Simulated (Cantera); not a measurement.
## Thermodynamics of silicon etching in halogen gases, feed Si + Cl2 + H2

Charge: 1 mol Si, 0.65 mol Cl2, 76 mol H2, at 13.3 mbar.

These are equilibrium values from Cantera (NASA tables, ideal gas, pure condensed phases), not measurements of a reactor. Candidate condensed phases: Si; 19 gas species. The tables' values for SiCl3 are old estimates; treat these amounts as uncertain. Kinetics and transport are ignored.

```
T (°C)   x H2     x HCl   x SiCl4  x SiHCl3   x SiCl2  n Si(s)
------  -----  --------  --------  --------  --------  -------
475     0.995  0.000823   0.00288   0.00153   5.85e-7    0.659
500     0.994   0.00119   0.00281   0.00148   1.33e-6    0.667
525     0.994   0.00167   0.00273   0.00143   2.85e-6    0.677
550     0.994   0.00228   0.00261   0.00137   5.78e-6    0.690
575     0.993   0.00306   0.00247   0.00130   1.11e-5    0.705
600     0.992   0.00400   0.00228   0.00121   2.04e-5    0.725
625     0.992   0.00512   0.00206   0.00111   3.57e-5    0.747
650     0.991   0.00640   0.00181  0.000998   5.94e-5    0.773
675     0.990   0.00781   0.00152  0.000870   9.39e-5    0.801
700     0.988   0.00930   0.00122  0.000731  0.000141    0.830
725     0.987    0.0108  0.000925  0.000587  0.000199    0.859
750     0.986    0.0122  0.000652  0.000448  0.000266    0.886
775     0.985    0.0133  0.000426  0.000323  0.000335    0.908
```
x: gas mole fraction; n: condensed amount in mol.

From 475 °C to 775 °C the condensed part is Si(s). The main Si-bearing gas is SiCl4 throughout. The share of Si in condensed phases is highest at 775 °C (90.8 %) and lowest at 475 °C (65.9 %).
